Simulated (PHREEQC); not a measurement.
Phosphoric acid bath

Dissolve 0.032 mol H3PO4, 0.021 mol HF and 1e-05 mol H4SiO4 per kg of water at 25 °C. Closed to the air; pH follows from the charge balance.

All values are PHREEQC results (ion-association model, wateq4f.dat), not measurements.

Precipitation was switched off in this run.

Task: Predict the pH.

Result: pH 1.91.

Task: In which forms is P present?

Result: H3PO4 62 %, H2PO4- 38 % of the P.

wateq4f.dat counts part of the HF as a dimer, H2F2, which phreeqc.dat doesn't know; its constant is uncertain. H3PO4, which wateq4f.dat lacks, is added to it with the constant of phreeqc.dat. SiF6-2 is the database's only silicon fluoride.
